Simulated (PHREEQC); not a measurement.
PHREEQC input (ion-association model, phreeqc.dat):

```
SOLUTION_SPECIES
  CO3-2 + 10 H+ + 8 e- = CH4 + 3 H2O  # shut off: no methane
    -log_k -100
    -delta_h 0
    -analytic -100
SOLUTION 1
  temp 25
  units mol/kgw
  pH 7 charge
  Cl 0.084
  K 0.084
  C(4) 0.019
  Na 0.019
END
SELECTED_OUTPUT 1
  -reset false
  -pH true
  -pe true
  -ionic_strength true
  -water true
  -totals C Cl K Na C(-4) C(4) Mtg
  -molalities H+ Na+ K+ Cl- CO3-2 OH- HCO3- CO2 (CO2)2 NaOH
    NaCO3- NaHCO3
  -saturation_indices Halite Sylvite
USER_PUNCH 1
  -headings p_CO2(g) phi_CO2(g) p_Mtg(g) phi_Mtg(g) p_H2O(g) phi_H2O(g) density
  10 PUNCH PR_P("CO2(g)"), PR_PHI("CO2(g)"), PR_P("Mtg(g)"), PR_PHI("Mtg(g)"), PR_P("H2O(g)"), PR_PHI("H2O(g)"), RHO
PRINT
  -reset false
USE solution 1
REACTION_TEMPERATURE 1
  10
GAS_PHASE 1
  -fixed_pressure
  -pressure 5
  -temperature 10
  -volume 20
  CO2(g) 2.95
  Mtg(g) 2.05
  H2O(g) 0
END
# ... the last block is repeated for the other 8 points of T (°C)
```

Selected output (columns that matter, 9 of 9 rows; T (°C) added in front):

```
T (°C)	pH	mu	C	Cl	K	Na	Mtg	si_Halite	si_Sylvite	p_CO2(g)	phi_CO2(g)	p_Mtg(g)	phi_Mtg(g)	p_H2O(g)
10	5.4649	0.10289	0.16487	0.084017	0.084017	0.019004	0.0047332	-4.5754	-3.2025	2.8757	0.96849	2.1115	0.98796	0.012761
20	5.5167	0.10292	0.12599	0.084031	0.084031	0.019007	0.00355	-4.5869	-3.2592	2.8856	0.97155	2.0903	0.98928	0.024078
30	5.5779	0.10295	0.10087	0.084054	0.084054	0.019012	0.0028525	-4.5982	-3.3126	2.8851	0.97424	2.0715	0.99048	0.043387
40	5.6466	0.103	0.083905	0.08409	0.08409	0.01902	0.0024212	-4.6092	-3.3631	2.8739	0.97662	2.0511	0.99158	0.075005
50	5.7218	0.10308	0.071973	0.084147	0.084147	0.019033	0.0021452	-4.6199	-3.411	2.85	0.97871	2.0251	0.99261	0.12489
60	5.8032	0.10319	0.063243	0.084233	0.084233	0.019053	0.0019638	-4.6304	-3.4563	2.8093	0.98056	1.9897	0.99362	0.20101
70	5.891	0.10335	0.056589	0.084362	0.084362	0.019082	0.0018397	-4.6405	-3.4992	2.7462	0.9822	1.9401	0.99464	0.31364
80	5.986	0.10359	0.051287	0.084554	0.084554	0.019125	0.0017478	-4.65	-3.5397	2.6535	0.98368	1.8707	0.99573	0.47576
90	6.0899	0.10394	0.046842	0.084842	0.084842	0.01919	0.0016675	-4.6588	-3.5777	2.522	0.98507	1.7748	0.99699	0.70324
```

Constants without temperature data keep their 25 °C values here.
